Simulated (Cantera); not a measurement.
# Premixed flame

A freely propagating, adiabatic, planar premixed flame of 7.84 % CH₄, 19.4 % O₂, 72.8 % N₂, equivalence ratio 0.81, unburnt at 700 K and 3.10 bar; multicomponent+Soret transport, grid criteria slope 0.08 and curve 0.16, no radiation.

Model: GRI-Mech 3.0 (53 species, 325 reactions), integrated in Cantera. Burning velocities carry a grid error of a few per cent, more on coarse grids.

```json
[
 {"z (mm)": "-0.421", "T (K)": "700", "u (m/s)": "1.05", "x CH₄": "0.0783", "x O₂": "0.194", "x H₂": "0.000514", "x O": "<1e-8", "x CO₂": "9.53e-7", "x HCN": "<1e-8"},
 {"z (mm)": "-0.280", "T (K)": "705", "u (m/s)": "1.06", "x CH₄": "0.0778", "x O₂": "0.193", "x H₂": "0.00136", "x O": "<1e-8", "x CO₂": "1.73e-5", "x HCN": "<1e-8"},
 {"z (mm)": "-0.210", "T (K)": "716", "u (m/s)": "1.07", "x CH₄": "0.0767", "x O₂": "0.192", "x H₂": "0.00226", "x O": "<1e-8", "x CO₂": "7.49e-5", "x HCN": "<1e-8"},
 {"z (mm)": "-0.140", "T (K)": "776", "u (m/s)": "1.17", "x CH₄": "0.0718", "x O₂": "0.188", "x H₂": "0.00399", "x O": "4.30e-8", "x CO₂": "0.000564", "x HCN": "2.95e-8"},
 {"z (mm)": "-0.0701", "T (K)": "1098", "u (m/s)": "1.67", "x CH₄": "0.0509", "x O₂": "0.160", "x H₂": "0.00742", "x O": "7.79e-6", "x CO₂": "0.00533", "x HCN": "2.59e-7"},
 {"z (mm)": "-0.0351", "T (K)": "1451", "u (m/s)": "2.22", "x CH₄": "0.0280", "x O₂": "0.123", "x H₂": "0.00971", "x O": "9.72e-5", "x CO₂": "0.0135", "x HCN": "6.49e-7"},
 {"z (mm)": "0", "T (K)": "1806", "u (m/s)": "2.77", "x CH₄": "0.00623", "x O₂": "0.0809", "x H₂": "0.00986", "x O": "0.000896", "x CO₂": "0.0271", "x HCN": "1.28e-6"},
 {"z (mm)": "0.0351", "T (K)": "1963", "u (m/s)": "3.01", "x CH₄": "0.000365", "x O₂": "0.0576", "x H₂": "0.00693", "x O": "0.00293", "x CO₂": "0.0417", "x HCN": "9.31e-7"},
 {"z (mm)": "0.0701", "T (K)": "2026", "u (m/s)": "3.09", "x CH₄": "1.12e-5", "x O₂": "0.0498", "x H₂": "0.00543", "x O": "0.00363", "x CO₂": "0.0520", "x HCN": "2.92e-7"},
 {"z (mm)": "0.140", "T (K)": "2105", "u (m/s)": "3.20", "x CH₄": "1.64e-8", "x O₂": "0.0447", "x H₂": "0.00450", "x O": "0.00313", "x CO₂": "0.0617", "x HCN": "2.38e-8"},
 {"z (mm)": "0.280", "T (K)": "2187", "u (m/s)": "3.30", "x CH₄": "<1e-8", "x O₂": "0.0414", "x H₂": "0.00317", "x O": "0.00203", "x CO₂": "0.0679", "x HCN": "<1e-8"},
 {"z (mm)": "0.561", "T (K)": "2249", "u (m/s)": "3.39", "x CH₄": "<1e-8", "x O₂": "0.0393", "x H₂": "0.00184", "x O": "0.00110", "x CO₂": "0.0720", "x HCN": "<1e-8"},
 {"z (mm)": "1.12", "T (K)": "2281", "u (m/s)": "3.43", "x CH₄": "<1e-8", "x O₂": "0.0382", "x H₂": "0.00112", "x O": "0.000657", "x CO₂": "0.0743", "x HCN": "<1e-8"}
]
```
x: mole fraction of selected species; z is measured from the peak of heat release.

```
Property                    Result
------------------------  --------
laminar burning velocity  105 cm/s
thermal thickness         0.140 mm
peak x(H₂)                  0.0103
peak x(O)                  0.00364
peak x(HCN)                1.34e-6
grid points                    137
```
